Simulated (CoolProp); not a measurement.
Methanol along the isotherm 306.75 °C: fugacity coefficient from the reference equation and from simpler models built on Tc = 240.2 °C, pc = 8216 kPa, ω = 0.565; each cubic takes its own stable root.

Values from CoolProp's reference Helmholtz-energy equation of state, de Reuck 1993.

```csv
p (kPa),phase,reference,van der Waals,Soave-Redlich-Kwong
130,gas,0.9969,0.9965,0.9968
191,gas,0.9954,0.9949,0.9952
280,gas,0.9933,0.9925,0.9930
411,gas,0.9902,0.9890,0.9898
603,gas,0.9856,0.9839,0.9850
885,gas,0.9788,0.9764,0.9780
1300,gas,0.9688,0.9653,0.9679
1910,gas,0.9540,0.9492,0.9530
2800,gas,0.9323,0.9257,0.9316
4110,gas,0.9004,0.8912,0.9007
6030,gas,0.8541,0.8410,0.8566
8850,supercritical,0.7881,0.7669,0.7946
13000,supercritical,0.6959,0.6556,0.7103
19100,supercritical,0.5752,0.5370,0.6104
28000,supercritical,0.4606,0.4562,0.5230
41100,supercritical,0.3779,0.4146,0.4650
```
